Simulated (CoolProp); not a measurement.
Aqueous methanol as a coolant, 7 % by mass, freezing at -4.4 °C, 1 atm.

Model: Melinder's fits for secondary coolants, in CoolProp.

| T (°C) | cp (kJ/(kg K)) | Prandtl number | density (kg/m³) | viscosity (mPa s) |
|---|---|---|---|---|
| 3.3 | 4.259 | 16.4 | 988.3 | 2.04 |
| 11.3 | 4.233 | 12.2 | 987.7 | 1.56 |
| 19.3 | 4.210 | 9.38 | 986.3 | 1.24 |
| 27.3 | 4.191 | 7.45 | 984.4 | 1.01 |
| 35.3 | 4.178 | 6.06 | 981.8 | 0.838 |
